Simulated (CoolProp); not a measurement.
R1336mzz(Z) at 298.15 K and 0.0192 MPa is throttled through a valve to 0.00091 MPa with no heat exchange. Each further row changes one setting.

Values from CoolProp's reference Helmholtz-energy equation of state, McLinden 2020.

```json
[
 {"case": "as stated", "final density (kg/m³)": "0.0604"},
 {"case": "outlet pressure 0.000273 MPa", "final density (kg/m³)": "0.0181"},
 {"case": "outlet pressure 0.00118 MPa", "final density (kg/m³)": "0.0783"}
]
```
